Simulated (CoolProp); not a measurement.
Vapour-liquid equilibrium of R125 (1) + R115 (2) at 102 kPa; x and y are mole fractions of (1).

Computed with CoolProp (multi-fluid Helmholtz-energy mixture model, Lemmon 2005 and Lemmon 2016; pair parameters Bell 2016).

```csv
x,bubble temperature (°C),y at the bubble point,dew temperature at overall composition x (°C),liquid density (mol/L)
0.05,-41.1,0.126,-39.8,10.13
0.125,-43.3,0.264,-41.0,10.30
0.2,-44.9,0.363,-42.2,10.47
0.275,-46.0,0.439,-43.5,10.64
0.35,-46.9,0.501,-44.7,10.81
0.425,-47.6,0.553,-45.8,10.99
0.5,-48.1,0.601,-46.9,11.17
0.575,-48.4,0.646,-47.8,11.36
0.65,-48.7,0.691,-48.5,11.56
0.725,-48.8,0.739,-48.8,11.76
0.8,-48.8,0.793,-48.8,11.98
0.875,-48.7,0.856,-48.6,12.21
0.95,-48.3,0.935,-48.3,12.45
```

y crosses x between x = 0.725 and 0.8: the model has an azeotrope there.

Pair parameters are fitted to limited data, so mixtures are less certain than the pure fluids.
